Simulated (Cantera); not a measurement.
A Cantera script and its output.

```python
import numpy as np
import cantera as ct

gas = ct.Solution("gri30.yaml")
gas.TPX = 900, 500, {'H2': 0.31, 'O2': 1}
reactor = ct.IdealGasConstPressureReactor(gas, energy="off", clone=False)
net = ct.ReactorNet([reactor])
net.rtol, net.atol = 1e-08, 1e-18
show = ['H2', 'O2', 'H2O2', 'HO2', 'H']
times = np.geomspace(0.0005, 7, 11)

steps = ct.SolutionArray(gas, extra=["t"])
rows = []
print(f"{'t/s':>10s}{'T/K':>9s}{'P/Pa':>11s}" + "".join(f"{s:>11s}" for s in show))
for t in times:
    while net.time < t:
        t_next = net.step()
        steps.append(gas.state, t=t_next)
    rows.append([np.interp(t, steps.t, y) for y in (steps.T, steps.P, *steps(*show).X.T)])
    print(f"{t:10.3e}{rows[-1][0]:9.1f}{rows[-1][1]:11.4g}" + "".join(f"{x:11.3e}" for x in rows[-1][2:]))
rate = np.gradient(steps.T, steps.t)
print("integrator steps:", len(steps.t))
if steps.T.max() > steps.T[0] + 200:
    print(f"time of steepest temperature rise: {steps.t[rate.argmax()]:.4e} s")
gas.TPX = 900, 500, {'H2': 0.31, 'O2': 1}
gas.equilibrate("TP")
print(f"equilibrium (TP): T = {gas.T:.1f} K  " + "  ".join(f"{s} {gas[s].X[0]:.3e}" for s in show))
```

It prints:

```
       t/s      T/K       P/Pa         H2         O2       H2O2        HO2          H
 5.000e-04    900.0        500  2.366e-01  7.634e-01  9.248e-16  1.574e-11  1.622e-11
 1.299e-03    900.0        500  2.366e-01  7.634e-01  6.277e-15  4.131e-11  6.336e-11
 3.374e-03    900.0        500  2.366e-01  7.634e-01  4.403e-14  1.175e-10  7.850e-10
 8.766e-03    900.0        500  2.366e-01  7.634e-01  1.416e-12  5.659e-09  3.301e-07
 2.277e-02    900.0        500  7.328e-02  6.966e-01  1.154e-07  6.240e-06  8.520e-02
 5.916e-02    900.0        500  5.011e-03  7.190e-01  1.697e-07  9.307e-06  1.537e-02
 1.537e-01    900.0        500  4.976e-04  7.308e-01  1.759e-07  5.656e-06  2.512e-04
 3.993e-01    900.0        500  6.025e-05  7.315e-01  1.044e-07  1.680e-06  7.123e-06
 1.037e+00    900.0        500  8.237e-06  7.316e-01  4.863e-08  3.809e-07  4.197e-07
 2.695e+00    900.0        500  1.140e-06  7.316e-01  2.187e-08  8.717e-08  3.729e-08
 7.000e+00    900.0        500  1.866e-07  7.316e-01  1.023e-08  2.318e-08  4.651e-09
integrator steps: 1606
equilibrium (TP): T = 900.0 K  H2 1.429e-11  O2 7.316e-01  H2O2 1.105e-11  HO2 1.750e-10  H 6.290e-15
```

Cantera simulation using GRI-Mech 3.0 (53 species, 325 reactions); the numbers are that mechanism's predictions, not measurements. Radical loss at walls, strong at low pressure, is not modelled. Below about 950 K walls govern HO2 and H2O2 in real vessels. The temperature is held fixed by assumption; the heat of reaction is taken as removed at once.
